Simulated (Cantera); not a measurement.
A freely propagating, adiabatic, planar premixed flame of C₃H₈ : O₂ : N₂ = 1 : 5.21 : 18.2 (molar parts), unburnt at 525 K and 8.30 bar; mixture-averaged transport, grid criteria slope 0.08 and curve 0.16, no radiation.

Detailed kinetics in Cantera: GRI-Mech 3.0 (53 species, 325 reactions). GRI-Mech 3.0 was tuned for natural gas; its chemistry of propane as a main component is partial and can be far from experiment. Burning velocities carry a grid error of a few per cent, more on coarse grids.

**Question.** What does this change do: 0.94 parts H2 added?

**Answer.** 
```tsv
quantity	before	after
laminar burning velocity	76.8 cm/s	94.4 cm/s
thermal thickness	0.0484 mm	0.0431 mm
peak x(CH₄)	0.00268	0.00362
peak x(C₂H)	2.70e-6	3.90e-6
peak x(HCO)	5.66e-5	6.76e-5
```
